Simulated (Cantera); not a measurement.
**Low-pressure radical oxidation in H2/O2**

An isothermal, constant-pressure homogeneous reactor starts with H2 : O2 = 0.17 : 1 (molar parts), at 1350 K and 0.0133 bar.

Detailed kinetics in Cantera: the H2/O2 subset of GRI-Mech 3.0, which has no nitrogen chemistry. Radical loss at walls, strong at low pressure, is not modelled. The temperature is held fixed by assumption; the heat of reaction is taken as removed at once.

```tsv
t (s)	x H2	x O2	x OH	x H2O2	x O
0.000600	0.130	0.845	0.00378	3.26e-8	0.00528
0.00177	0.00557	0.757	0.0123	1.74e-7	0.0736
0.00520	0.00501	0.768	0.0117	1.80e-7	0.0642
0.0153	0.00359	0.793	0.0101	1.87e-7	0.0432
0.0451	0.00137	0.825	0.00633	1.58e-7	0.0155
0.133	0.000231	0.840	0.00262	7.84e-8	0.00256
0.391	3.14e-5	0.843	0.000970	2.76e-8	0.000347
1.15	5.38e-6	0.843	0.000403	9.17e-9	5.95e-5
3.40	1.22e-6	0.843	0.000192	3.22e-9	1.35e-5
10.0	4.11e-7	0.843	0.000112	1.55e-9	4.57e-6
```
x: mole fraction; the columns are a selection and need not sum to one.

Equilibrium at this temperature and pressure: H2 3.04e-7, O2 0.843, OH 9.59e-5, H2O2 1.32e-9, O 3.38e-6 (gas phase only).
